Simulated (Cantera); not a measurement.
An isothermal, constant-pressure homogeneous reactor starts with N2O : H2 : N2 = 1 : 0.023 : 3.3 (molar parts), at 1048 K and 27000 Pa.

Computed with Cantera and GRI-Mech 3.0 (53 species, 325 reactions). GRI-Mech 3.0 was tuned for natural gas; its chemistry of N2O as a main component is partial and can be far from experiment. The mechanism lacks the step 2 NO + O2 → 2 NO2, which can matter for NO2 below about 1400 K. The temperature is held fixed by assumption; the heat of reaction is taken as removed at once.

x: mole fraction; the columns are a selection and need not sum to one.

| t (s) | x N2O | x H2 | x HO2 | x OH | x O | x NO | x H2O2 |
|---|---|---|---|---|---|---|---|
| 1.00e-6 | 0.231 | 0.00532 | <1e-12 | 1.59e-12 | 6.92e-10 | <1e-12 | <1e-12 |
| 6.31e-6 | 0.231 | 0.00532 | <1e-12 | 6.20e-11 | 4.25e-9 | 8.42e-12 | <1e-12 |
| 3.98e-5 | 0.231 | 0.00532 | 1.82e-12 | 2.30e-9 | 2.27e-8 | 3.07e-10 | <1e-12 |
| 0.000251 | 0.231 | 0.00532 | 3.06e-10 | 5.36e-8 | 6.19e-8 | 7.99e-9 | <1e-12 |
| 0.00158 | 0.231 | 0.00531 | … | 4.51e-7 | 6.68e-8 | 1.44e-7 | 2.67e-11 |
| 0.0100 | 0.231 | 0.00503 | … | 2.09e-6 | 7.53e-8 | 2.83e-6 | 2.98e-9 |
| 0.0631 | 0.228 | 0.00229 | … | 3.19e-6 | 9.96e-8 | 1.80e-5 | 1.04e-8 |
| 0.398 | 0.226 | 0.000122 | … | 1.20e-6 | 1.16e-7 | 4.21e-5 | 2.60e-9 |
| 2.51 | 0.222 | 1.44e-8 | … | 9.46e-7 | 1.11e-7 | 0.000161 | 8.65e-10 |
| 15.8 | 0.203 | 1.50e-9 | … | 1.15e-6 | 1.06e-7 | 0.000960 | 9.44e-10 |
| 100 | 0.119 | 1.27e-9 | … | 1.12e-6 | 9.31e-8 | 0.00438 | 8.86e-10 |

Problem. What belongs in the gaps?

Solution. 
- 0.00158, x HO2: 1.93e-8
- 0.0100, x HO2: 1.95e-7
- 0.0631, x HO2: 2.80e-7
- 0.398, x HO2: 1.74e-7
- 2.51, x HO2: 6.65e-8
- 15.8, x HO2: 1.62e-8
- 100, x HO2: 2.90e-9
